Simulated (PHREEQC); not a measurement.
0.028 g of hydrous ferric oxide (600 m²/g; 0.2 weak and 0.005 strong sites per Fe, Dzombak-Morel constants, diffuse double layer) in 1 kg of water with 0.1 mol/kgw of an inert sodium salt and 0.0014 mmol/kgw BaCl2 and 0.0076 mmol/kgw Ag2SO4, at 25 °C; the pH is set by adding NaOH or the inert anion's acid. O2 is buffered at 0.21 atm. No CO2 enters from the air. Nothing may precipitate in this run.

The series has 13 steps of pH, from 4 to 12.

Model: ion-association model, wateq4f.dat, run in PHREEQC.

Q: Near which pH is half of the Ba sorbed, and on which side is more sorbed?

A: Near pH 10.4, with more sorbed at higher pH.

Q: Near which pH is half of the S sorbed, and on which side is more sorbed?

A: Near pH 4.9, with more sorbed at lower pH.

Q: Near which pH is half of the Ag sorbed, and on which side is more sorbed?

A: Near pH 9.7, with more sorbed at higher pH.
